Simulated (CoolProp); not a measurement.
A simple Rankine cycle with cyclopropane: condensing at 314.15 K, boiler at 2.81 MPa, turbine inlet 363.7 K, turbine efficiency 0.8, pump efficiency 0.7, no recuperator. Each further row changes one setting.

The numbers come from the reference Helmholtz-energy equation of state, Polt 1992 in CoolProp. This equation is an older, rougher fit; its heat capacities, sound speeds and derivatives of the liquid may be far off and weren't checked against measurements.

| case | thermal efficiency (%) | net work (kJ/kg) | heat in (kJ/kg) | turbine exit temperature (K) | volume ratio over the turbine |
|---|---|---|---|---|---|
| as stated | 8.3 | 34.1 | 411 | 314.1 | 2.64 |
| turbine inlet 383.7 K | 8.6 | 39.7 | 460 | 338.4 | 2.59 |
| condensing temperature 306.15 K | 9.7 | 41.7 | 429 | 306.1 | 3.21 |
| boiler pressure 1.97 MPa | 5.7 | 25.2 | 442 | 336.1 | 1.79 |
| turbine efficiency 0.7 | 7.1 | 29.4 | 411 | 316.6 | 2.69 |

The expansion ends wet for: as stated; condensing temperature 306.15 K.
